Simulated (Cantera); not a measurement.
Cantera run, input and output.

```python
import numpy as np
import cantera as ct

gas = ct.Solution("gri30.yaml", transport_model="mixture-averaged")
show = ['H2', 'NO', 'CH4']

rows = []
print(f"{'T/K':>7s}{'rho':>11s}{'cp':>10s}{'mu':>11s}{'lambda':>11s}{'Pr':>7s}" + "".join(f"{'D_' + s:>11s}" for s in show))
for T in [400, 500, 600, 700, 800, 900]:
    gas.TPX = T, 500000, {'C2H6': 0.74, 'NH3': 0.61}
    Pr = gas.cp_mass * gas.viscosity / gas.thermal_conductivity
    D = [gas.mix_diff_coeffs_mole[gas.species_index(s)] for s in show]
    rows.append([gas.density, gas.cp_mass, gas.viscosity, gas.thermal_conductivity, Pr, *D])
    print(f"{T:7g}{gas.density:11.4e}{gas.cp_mass:10.1f}{gas.viscosity:11.4e}"
          f"{gas.thermal_conductivity:11.4e}{Pr:7.3f}" + "".join(f"{d:11.4e}" for d in D))
print("SI units: kg/m3, J/kg/K, Pa s, W/m/K, m2/s")
```

It prints:

```
    T/K        rho        cp         mu     lambda     Pr       D_H2       D_NO      D_CH4
    400 3.6350e+00    2199.3 1.2970e-05 3.9293e-02  0.726 2.2124e-05 5.9133e-06 6.3248e-06
    500 2.9080e+00    2547.3 1.5950e-05 5.5356e-02  0.734 3.2568e-05 8.8393e-06 9.5335e-06
    600 2.4233e+00    2873.5 1.8752e-05 7.2694e-02  0.741 4.4491e-05 1.2200e-05 1.3236e-05
    700 2.0771e+00    3160.4 2.1393e-05 9.0737e-02  0.745 5.7794e-05 1.5962e-05 1.7393e-05
    800 1.8175e+00    3405.7 2.3892e-05 1.0913e-01  0.746 7.2398e-05 2.0100e-05 2.1975e-05
    900 1.6155e+00    3622.1 2.6266e-05 1.2763e-01  0.745 8.8241e-05 2.4595e-05 2.6957e-05
SI units: kg/m3, J/kg/K, Pa s, W/m/K, m2/s
```

Detailed kinetics in Cantera: GRI-Mech 3.0 (53 species, 325 reactions). Polar gases are described roughly by these parameters.
